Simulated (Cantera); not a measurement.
# Stirred combustor or abatement burner

A perfectly stirred reactor is fed with H2 : O2 : N2 = 1 : 0.385 : 1.6 (molar parts), equivalence ratio 1.3, at 100000 Pa; it is adiabatic with a 598 K inlet, and is followed from long to short residence time, starting on the burning branch (τ in s: 0.31, 0.11, 0.041, 0.015, 0.0055, 0.002, 0.00074, 0.00027, 0.0001, 3.6e-05).

Cantera simulation using the H2/O2 subset of GRI-Mech 3.0, which has no nitrogen chemistry; the numbers are that mechanism's predictions, not measurements.

```csv
τ (s),T (K),x H2,x O2,x HO2,x H2O,x H2O2,x H,x O
0.31,2442,0.0876,0.000246,1.36e-7,0.290,2.88e-8,0.00604,0.000177
0.11,2438,0.0876,0.000280,1.54e-7,0.290,3.15e-8,0.00639,0.000197
0.041,2429,0.0875,0.000364,2.02e-7,0.289,3.77e-8,0.00721,0.000249
0.015,2407,0.0875,0.000572,3.22e-7,0.287,5.13e-8,0.00906,0.000381
0.0055,2366,0.0875,0.00105,5.88e-7,0.283,7.57e-8,0.0126,0.000697
0.0020,2295,0.0877,0.00203,1.11e-6,0.276,1.15e-7,0.0187,0.00138
0.00074,2186,0.0881,0.00377,2.04e-6,0.267,1.84e-7,0.0281,0.00262
0.00027,2036,0.0882,0.00647,3.71e-6,0.254,3.35e-7,0.0416,0.00453
0.00010,1854,0.0879,0.0102,6.64e-6,0.241,7.02e-7,0.0587,0.00671
3.6e-5,1644,0.0903,0.0164,1.28e-5,0.225,1.62e-6,0.0768,0.00842
```
x: mole fraction; the columns are a selection and need not sum to one.
